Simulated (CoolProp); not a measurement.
Saturation properties of dimethyl carbonate (Tc = 283.9 °C, pc = 4909 kPa, ω = 0.346).

Values from CoolProp's reference Helmholtz-energy equation of state, Zhou 2011.

| T (°C) | p (kPa) | liquid cp (kJ/(kg K)) | vapour Z |
|---|---|---|---|
| 34.25 | 11.48 | 1.846 | 0.9944 |
| 51.45 | 24.73 | 1.874 | 0.9899 |
| 68.65 | 48.56 | 1.909 | 0.9832 |
| 85.75 | 88.02 | [?] | 0.9738 |
| 102.95 | [?] | 1.991 | 0.9613 |
| 120.05 | 241.6 | 2.039 | 0.9453 |
| 137.25 | 372.4 | [?] | [?] |
| 154.35 | 550.7 | 2.148 | 0.9009 |
| 171.55 | 789.2 | [?] | [?] |
| 188.75 | 1099 | 2.288 | [?] |
| 205.85 | [?] | 2.386 | 0.7944 |

Problem. Fill in the missing entries.

Solution. 
- 85.75, liquid cp (kJ/(kg K)): 1.947
- 102.95, p (kPa): 150.1
- 137.25, liquid cp (kJ/(kg K)): 2.092
- 137.25, vapour Z: 0.9252
- 171.55, liquid cp (kJ/(kg K)): 2.212
- 171.55, vapour Z: 0.8714
- 188.75, vapour Z: 0.8362
- 205.85, p (kPa): 1491

It boils at 90.1 °C under 1 atm.
